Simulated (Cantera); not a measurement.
Feed: 1 mol CS₂, 1.6 mol H₂, equilibrated at 3223 K and 31.0 mbar.

Method: chemical equilibrium by Gibbs-energy minimisation in Cantera with the NASA 1993 tables (ideal gas, pure condensed phases). Candidate condensed phases: C, C₆H₆, C₇H₈, C₈H₁₈, S; 83 gas species. Equilibrium is a limit: real reactors are often held back by kinetics, nucleation or transport.

Base state: H 0.497, CS 0.210, S 0.193, H₂ 0.0857, SH 0.00812, S₂ 0.00533, CS₂ 0.000742, C 0.000520 (mole fractions); condensed: gas only.

Q: What changes in the equilibrium state with this change: H₂ from 1.6 to 0.51 mol?

A: 
```tsv
species	before	after
CS	0.210	0.346
S	0.193	0.311
H	0.497	0.289
H₂	0.0857	0.0291
S₂	0.00533	0.0139
C₂H₂ (acetylene)	1.90e-5	6.69e-6
CS₂	0.000742	0.00198
H₂S	8.27e-5	4.54e-5
C₂H	2.55e-5	1.54e-5
```
